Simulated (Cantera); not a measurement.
Diamond growth

A diamond (100) surface in a fixed gas of H2 with x(CH4) = 0.018, x(CH3) = 1.2e-05, at 925 K, 0.0180 bar; coverages are run to steady state.

Model: the Harris–Goodwin 1993 mechanism for the reconstructed diamond (100) surface, integrated in Cantera.

```csv
x(H),growth (µm/h),θ c6HH,θ c6H*,θ c6*H,θ c6**,θ c6HM
0.0001,0.0380,0.643,0.0111,0.286,0.00352,0.0437
0.00025,0.0557,0.651,0.0117,0.300,0.00448,0.0257
0.00064,0.0679,0.659,0.0120,0.308,0.00504,0.0122
0.0016,0.0740,0.664,0.0121,0.312,0.00530,0.00534
0.0041,0.0768,0.666,0.0122,0.314,0.00542,0.00216
0.01,0.0779,0.667,0.0123,0.314,0.00546,0.000899
0.026,0.0784,0.667,0.0123,0.315,0.00549,0.000348
0.066,0.0786,0.667,0.0125,0.315,0.00551,0.000137
0.17,0.0789,0.667,0.0128,0.314,0.00555,5.35e-5
```
θ: site fractions in the mechanism's names (c6HH fully hydrogenated, c6H* and c6*H radical sites, c6** diradical, c6HM methylated).
